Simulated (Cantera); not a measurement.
What does this Cantera script print?

```python
import numpy as np
import cantera as ct

gas_names = [...]  # 113 gases of nasa_gas.yaml made of C, H, O, Pb
cond_names = """
    C(gr) C6H6(L) C7H8(L) C8H18(L),n-octa H2O(s) H2O(L) Pb(cr) Pb(L) PbO(rd) PbO(yw) PbO(L) PbO2(s)
    Pb3O4(s)
""".split()


# ... load() reads the species with a 1 bar reference pressure and builds the phases ...
atoms = {
    'PbO': {'Pb': 1, 'O': 1},
    'CO': {'C': 1, 'O': 1},
    'H2': {'H': 2},
}
top_T = {'C(gr)': 4500, 'Pb3O4(s)': 820}  # K; cautious upper limits of use, not melting points


# ... equilibrate(T, P, feed) seeds the gas with the atoms and calls Mixture.equilibrate('TP', solver="vcs", rtol=1e-11, max_steps=5000) ...
results = []
feed = {'PbO': 1, 'CO': 0.049, 'H2': 41}  # mol
P = 15000  # Pa
for T in [773, 848, 923, 998, 1073, 1148, 1223, 1298, 1373]:
    mix = equilibrate(T, P, feed)
    results.append((T, P, feed, dict(zip(mix.species_names, mix.species_moles))))

top = {s: max(r[3][s] / sum(r[3][g] for g in gas_names) for r in results) for s in gas_names}
cols = sorted((s for s in top if top[s] > 1e-05), key=lambda s: -top[s])[:8]
seen = [c for c in cond_names if any(r[3].get(c, 0) > 1e-12 for r in results)]
print("log10 of partial pressures in bar; condensed amounts in mol")
print(f"{'T/K':>10s}" + "".join(f"{s[:9]:>10s}" for s in cols + seen))
for T, P, feed, n in results:
    ng = sum(n[g] for g in gas_names)
    print(f"{T:10.4g}" + "".join(f"{np.log10(max(n[s] / ng * P / 1e5, 1e-99)):10.3f}" for s in cols)
          + "".join(f"{n.get(c, 0):10.4g}" for c in seen))
```

It prints:

```
log10 of partial pressures in bar; condensed amounts in mol
       T/K        H2       H2O        Pb       CH4        CO       CO2     Pb(L)
       773    -0.836    -2.416    -7.637    -3.752    -5.665    -6.535         1
       848    -0.836    -2.420    -6.524    -3.853    -4.441    -5.536    0.9999
       923    -0.835    -2.433    -5.596    -4.396    -3.879    -5.166    0.9993
       998    -0.835    -2.437    -4.810    -5.244    -3.777    -5.218    0.9958
      1073    -0.835    -2.438    -4.136    -6.053    -3.761    -5.329      0.98
      1148    -0.836    -2.438    -3.553    -6.768    -3.757    -5.432    0.9232
      1223    -0.838    -2.440    -3.042    -7.403    -3.757    -5.524    0.7501
      1298    -0.843    -2.445    -2.592    -7.974    -3.761    -5.607     0.288
      1373    -0.846    -2.448    -2.448    -8.479    -3.763    -5.679         0
```

These are equilibrium values from Cantera (NASA tables, ideal gas, pure condensed phases), not measurements of a reactor.
